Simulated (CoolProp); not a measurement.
Vapour-liquid equilibrium of ethanol (1) + p-xylene (2) at 121.55 °C; x and y are mole fractions of (1).

The numbers come from the multi-fluid Helmholtz-energy mixture model, Schroeder 2014 and Zhou 2012; pair parameters Bell 2016 in CoolProp.

```json
[
 {"x": "0.05", "bubble pressure, mixture model (kPa)": "148.5", "bubble pressure, Raoult's law (kPa)": "82.50", "y, mixture model": "0.579", "y, Raoult's law": "0.271"},
 {"x": "0.125", "bubble pressure, mixture model (kPa)": "(withheld)", "bubble pressure, Raoult's law (kPa)": "111.3", "y, mixture model": "0.734", "y, Raoult's law": "0.503"},
 {"x": "0.2", "bubble pressure, mixture model (kPa)": "275.4", "bubble pressure, Raoult's law (kPa)": "140.2", "y, mixture model": "0.784", "y, Raoult's law": "0.639"},
 {"x": "0.275", "bubble pressure, mixture model (kPa)": "302.2", "bubble pressure, Raoult's law (kPa)": "169.0", "y, mixture model": "0.808", "y, Raoult's law": "0.729"},
 {"x": "0.35", "bubble pressure, mixture model (kPa)": "319.1", "bubble pressure, Raoult's law (kPa)": "197.8", "y, mixture model": "0.823", "y, Raoult's law": "0.792"},
 {"x": "0.425", "bubble pressure, mixture model (kPa)": "331.6", "bubble pressure, Raoult's law (kPa)": "226.7", "y, mixture model": "0.834", "y, Raoult's law": "0.839"},
 {"x": "0.5", "bubble pressure, mixture model (kPa)": "342.8", "bubble pressure, Raoult's law (kPa)": "255.5", "y, mixture model": "0.845", "y, Raoult's law": "0.876"},
 {"x": "0.575", "bubble pressure, mixture model (kPa)": "(withheld)", "bubble pressure, Raoult's law (kPa)": "284.4", "y, mixture model": "(withheld)", "y, Raoult's law": "0.905"},
 {"x": "0.65", "bubble pressure, mixture model (kPa)": "(withheld)", "bubble pressure, Raoult's law (kPa)": "313.2", "y, mixture model": "0.872", "y, Raoult's law": "0.929"},
 {"x": "0.725", "bubble pressure, mixture model (kPa)": "382.2", "bubble pressure, Raoult's law (kPa)": "342.0", "y, mixture model": "0.891", "y, Raoult's law": "0.949"},
 {"x": "0.8", "bubble pressure, mixture model (kPa)": "398.5", "bubble pressure, Raoult's law (kPa)": "370.9", "y, mixture model": "0.915", "y, Raoult's law": "0.966"},
 {"x": "0.875", "bubble pressure, mixture model (kPa)": "416.2", "bubble pressure, Raoult's law (kPa)": "399.7", "y, mixture model": "0.944", "y, Raoult's law": "0.980"},
 {"x": "0.95", "bubble pressure, mixture model (kPa)": "(withheld)", "bubble pressure, Raoult's law (kPa)": "428.5", "y, mixture model": "0.976", "y, Raoult's law": "0.993"}
]
```

Problem. Fill in the missing entries.

Solution. 
- 0.125, bubble pressure, mixture model (kPa): 229.4
- 0.575, bubble pressure, mixture model (kPa): 354.5
- 0.575, y, mixture model: 0.857
- 0.65, bubble pressure, mixture model (kPa): 367.6
- 0.95, bubble pressure, mixture model (kPa): 435.0

The largest gap from Raoult's law is +106.1 % in bubble pressure, at x = 0.125. No azeotrope shows between x = 0.05 and 0.95.

The pair parameters rest on a limited set of measurements; away from them the model extrapolates. With so large a gap from Raoult's law the liquid may split in two, which this calculation doesn't test in full.
